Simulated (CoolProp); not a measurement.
Properties of dimethyl carbonate along the isotherm 495.2 K (Tc = 557.0 K, pc = 4909 kPa, ω = 0.346).

The numbers come from the reference Helmholtz-energy equation of state, Zhou 2011 in CoolProp.

```csv
p (kPa),phase,density (kg/m³),cv (kJ/(kg K)),isothermal compressibility (1/MPa),expansivity (1/kK)
2050,liquid,746.7,1.693,0.009378,3.401
4090,liquid,759.8,1.691,0.007779,2.985
6140,liquid,771.1,1.690,0.006687,2.692
8180,liquid,781.0,1.689,0.005895,2.473
10200,liquid,789.8,1.689,0.005292,2.302
12300,liquid,798.2,1.689,0.004795,2.158
14300,liquid,805.6,1.689,0.004409,2.043
16400,liquid,812.8,1.689,0.004072,1.941
18400,liquid,819.2,1.689,0.003799,1.857
20500,liquid,825.6,1.690,0.003552,1.779
22500,liquid,831.3,1.691,0.003348,1.714
24500,liquid,836.7,1.691,0.003168,1.656
```
